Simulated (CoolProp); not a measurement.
Vapour-liquid equilibrium of n-butane (1) + R245fa (2) at 97.45 °C; x and y are mole fractions of (1).

Model: multi-fluid Helmholtz-energy mixture model, Bücker 2006 and Akasaka 2015; pair parameters Bell 2016, in CoolProp.

Give the bubble pressure and the first vapour's composition at x = 0.05, 0.125, 0.5. Is there an azeotrope?

x = 0.05: 1329 kPa, y = 0.118; x = 0.125: 1492 kPa, y = 0.242; x = 0.5: 1845 kPa, y = 0.540. y crosses x between x = 0.575 and 0.65: the model has an azeotrope there.

Pair parameters are fitted to limited data, so mixtures are less certain than the pure fluids.
